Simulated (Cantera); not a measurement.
# Aluminium nitride and oxide growth: AlCl₃ + NH₃ + N₂ + N₂O

A closed system holds: 1 mol AlCl₃, 0.25 mol NH₃, 93 mol N₂, 1.7 mol N₂O, held at 1852 °C.

Equilibrium computed with Cantera from the NASA thermochemical tables; the gas is ideal and each condensed phase is pure. Candidate condensed phases: Al, AlCl₃, AlN, Al₂O₃, H₂O, NH₄Cl; 45 gas species. Equilibrium is a limit: real reactors are often held back by kinetics, nucleation or transport.

From 10.0 Pa to 100000 Pa the condensed part is Al₂O₃(s). The main Al-bearing gas is AlCl at 10.0 Pa and AlCl₃ at 100000 Pa.

| P (Pa) | log p N₂ | log p Cl | log p HCl | log p H | log p O | log p AlCl | log p O₂ | n Al₂O₃(s) |
|---|---|---|---|---|---|---|---|---|
| 10 | -4.02 | -5.55 | -6.81 | -6.27 | -6.62 | -7.12 | -7.67 | 0.446 |
| 63 | -3.22 | -4.78 | -5.58 | -5.81 | -6.17 | -7.01 | -6.78 | 0.486 |
| 400 | -2.41 | -4.01 | -4.60 | -5.60 | -5.69 | -6.96 | -5.82 | 0.495 |
| 2500 | -1.62 | -3.23 | -3.75 | -5.53 | -5.22 | -6.88 | -4.89 | 0.498 |
| 16000 | -0.81 | -2.44 | -2.92 | -5.50 | -4.78 | -6.75 | -4.00 | 0.498 |
| 100000 | -0.01 | -1.66 | -2.12 | -5.47 | -4.34 | -6.63 | -3.12 | 0.491 |
log p: log10 of the partial pressure in bar; n: condensed amount in mol.
